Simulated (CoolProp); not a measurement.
Properties of chloromethane (R40) along the isotherm 500 K.

Model: reference Helmholtz-energy equation of state, Thol 2014, in CoolProp.

```json
[
 {"p (MPa)": "1.92", "phase": "gas", "density (kg/m³)": "?", "cp (kJ/(kg K))": "1.166", "Joule-Thomson coefficient (K/MPa)": "7.673"},
 {"p (MPa)": "3.85", "phase": "gas", "density (kg/m³)": "52.93", "cp (kJ/(kg K))": "1.259", "Joule-Thomson coefficient (K/MPa)": "7.660"},
 {"p (MPa)": "5.77", "phase": "gas", "density (kg/m³)": "85.28", "cp (kJ/(kg K))": "1.381", "Joule-Thomson coefficient (K/MPa)": "7.585"},
 {"p (MPa)": "7.7", "phase": "supercritical", "density (kg/m³)": "123.5", "cp (kJ/(kg K))": "1.547", "Joule-Thomson coefficient (K/MPa)": "7.395"},
 {"p (MPa)": "9.62", "phase": "supercritical", "density (kg/m³)": "?", "cp (kJ/(kg K))": "1.771", "Joule-Thomson coefficient (K/MPa)": "7.013"},
 {"p (MPa)": "11.5", "phase": "supercritical", "density (kg/m³)": "?", "cp (kJ/(kg K))": "2.045", "Joule-Thomson coefficient (K/MPa)": "?"},
 {"p (MPa)": "13.5", "phase": "supercritical", "density (kg/m³)": "283.3", "cp (kJ/(kg K))": "2.318", "Joule-Thomson coefficient (K/MPa)": "?"},
 {"p (MPa)": "15.4", "phase": "supercritical", "density (kg/m³)": "342.8", "cp (kJ/(kg K))": "2.439", "Joule-Thomson coefficient (K/MPa)": "4.259"},
 {"p (MPa)": "17.3", "phase": "supercritical", "density (kg/m³)": "395.5", "cp (kJ/(kg K))": "2.414", "Joule-Thomson coefficient (K/MPa)": "3.322"}
]
```

What belongs in the gaps?


- 1.92, density (kg/m³): 24.73
- 9.62, density (kg/m³): 168.6
- 11.5, density (kg/m³): 220.9
- 11.5, Joule-Thomson coefficient (K/MPa): 6.360
- 13.5, Joule-Thomson coefficient (K/MPa): 5.340
